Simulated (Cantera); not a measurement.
What does this Cantera script print?

```python
import numpy as np
import cantera as ct

gas_names = [...]  # 110 gases of nasa_gas.yaml made of C, H, O
cond_names = """
    C(gr) C6H6(L) C7H8(L) C8H18(L),n-octa H2O(s) H2O(L)
""".split()


# ... load() reads the species with a 1 bar reference pressure and builds the phases ...
atoms = {
    'C': {'C': 1},
    'H2': {'H': 2},
    'H2O': {'H': 2, 'O': 1},
}
top_T = {'C(gr)': 4500}  # K; cautious upper limits of use, not melting points


# ... equilibrate(T, P, feed) seeds the gas with the atoms and calls Mixture.equilibrate('TP', solver="vcs", rtol=1e-11, max_steps=5000) ...
results = []
feed = {'C': 1, 'H2': 1.1, 'H2O': 0.19}  # mol
T = 2773  # K
P = 12000  # Pa
mix = equilibrate(T, P, feed)
results.append((T, P, feed, dict(zip(mix.species_names, mix.species_moles))))
x = sorted(zip(gas.X, gas.species_names), reverse=True)
print(f"T = {T:g} K  P = {P:g} Pa  gas = {mix.phase_moles(0):.4g} mol")
print("   x: " + "  ".join(f"{s} {v:.3e}" for v, s in x if v > 1e-05))
print("   condensed (mol): " + ("  ".join(f"{mix.phase(i).name} {mix.phase_moles(i):.4g}"
      for i in range(1, mix.n_phases) if mix.phase_moles(i) > 1e-12) or "none"))
```

Output:

```
T = 2773 K  P = 12000 Pa  gas = 1.625 mol
   x: H2 6.836e-01  H 1.774e-01  CO 1.169e-01  C2H2,acetylene 2.082e-02  C2H 6.516e-04  C4H2 2.638e-04  C3 1.881e-04  C 4.075e-05  C2H2,vinylidene 3.717e-05  CH3 2.483e-05  C2 1.827e-05  CH2 1.433e-05
   condensed (mol): C(gr) 0.7372
```

These are equilibrium values from Cantera (NASA tables, ideal gas, pure condensed phases), not measurements of a reactor.
